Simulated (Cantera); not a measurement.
Input: 1 mol SiC, 0.54 mol H2O, a varied amount of H2, equilibrated at 1423.15 K and 100000 Pa.

Equilibrium computed with Cantera from the NASA thermochemical tables; the gas is ideal and each condensed phase is pure. Candidate condensed phases: C, C6H6, C7H8, C8H18, H2O, Si, SiC, SiO2; 123 gas species. Mutual solubility and eutectic melting of coexisting phases are not modelled. The tables hold silica as quartz up to 1696 K and as liquid above; real silica turns to tridymite and cristobalite and melts near 1996 K. Rates play no part.

x: gas mole fraction; n: condensed amount in mol.

```json
[
 {"n(H2) (mol)": "2.5", "x H2": "0.990", "x CO": "0.00618", "x CH4": "0.00373", "x H2O": "1.88e-5", "x SiO": "8.62e-6", "n C(graphite)": "0.230", "n SiC(s)": "0.739", "n SiO2(β-quartz)": "0.261"},
 {"n(H2) (mol)": "3.4", "x H2": "0.990", "x CO": "0.00618", "x CH4": "0.00373", "x H2O": "1.88e-5", "x SiO": "8.62e-6", "n C(graphite)": "0.219", "n SiC(s)": "0.742", "n SiO2(β-quartz)": "0.258"},
 {"n(H2) (mol)": "4.6", "x H2": "0.990", "x CO": "0.00618", "x CH4": "0.00373", "x H2O": "1.88e-5", "x SiO": "8.62e-6", "n C(graphite)": "0.203", "n SiC(s)": "0.746", "n SiO2(β-quartz)": "0.254"},
 {"n(H2) (mol)": "6.3", "x H2": "0.990", "x CO": "0.00618", "x CH4": "0.00373", "x H2O": "1.88e-5", "x SiO": "8.62e-6", "n C(graphite)": "0.181", "n SiC(s)": "0.751", "n SiO2(β-quartz)": "0.249"},
 {"n(H2) (mol)": "8.6", "x H2": "0.990", "x CO": "0.00618", "x CH4": "0.00373", "x H2O": "1.88e-5", "x SiO": "8.62e-6", "n C(graphite)": "0.151", "n SiC(s)": "0.758", "n SiO2(β-quartz)": "0.242"},
 {"n(H2) (mol)": "12", "x H2": "0.990", "x CO": "0.00618", "x CH4": "0.00373", "x H2O": "1.88e-5", "x SiO": "8.62e-6", "n C(graphite)": "0.106", "n SiC(s)": "0.769", "n SiO2(β-quartz)": "0.231"},
 {"n(H2) (mol)": "16", "x H2": "0.990", "x CO": "0.00618", "x CH4": "0.00373", "x H2O": "1.88e-5", "x SiO": "8.62e-6", "n C(graphite)": "0.0543", "n SiC(s)": "0.781", "n SiO2(β-quartz)": "0.219"},
 {"n(H2) (mol)": "22", "x H2": "0.991", "x CO": "0.00562", "x CH4": "0.00351", "x H2O": "1.83e-5", "x SiO": "8.89e-6", "n C(graphite)": "0", "n SiC(s)": "0.794", "n SiO2(β-quartz)": "0.206"},
 {"n(H2) (mol)": "30", "x H2": "0.993", "x CO": "0.00401", "x CH4": "0.00281", "x H2O": "1.64e-5", "x SiO": "…", "n C(graphite)": "0", "n SiC(s)": "0.791", "n SiO2(β-quartz)": "0.208"},
 {"n(H2) (mol)": "41", "x H2": "0.995", "x CO": "0.00283", "x CH4": "0.00224", "x H2O": "1.46e-5", "x SiO": "…", "n C(graphite)": "0", "n SiC(s)": "0.789", "n SiO2(β-quartz)": "0.211"},
 {"n(H2) (mol)": "56", "x H2": "0.996", "x CO": "0.00200", "x CH4": "0.00178", "x H2O": "1.30e-5", "x SiO": "…", "n C(graphite)": "0", "n SiC(s)": "0.786", "n SiO2(β-quartz)": "0.213"},
 {"n(H2) (mol)": "77", "x H2": "0.997", "x CO": "0.00139", "x CH4": "0.00140", "x H2O": "1.15e-5", "x SiO": "…", "n C(graphite)": "0", "n SiC(s)": "0.784", "n SiO2(β-quartz)": "0.215"},
 {"n(H2) (mol)": "110", "x H2": "0.998", "x CO": "0.000920", "x CH4": "0.00107", "x H2O": "1.01e-5", "x SiO": "…", "n C(graphite)": "0", "n SiC(s)": "0.780", "n SiO2(β-quartz)": "0.218"}
]
```

Complete the blanks.


- 30, x SiO: 9.96e-6
- 41, x SiO: 1.12e-5
- 56, x SiO: 1.26e-5
- 77, x SiO: 1.42e-5
- 110, x SiO: 1.63e-5
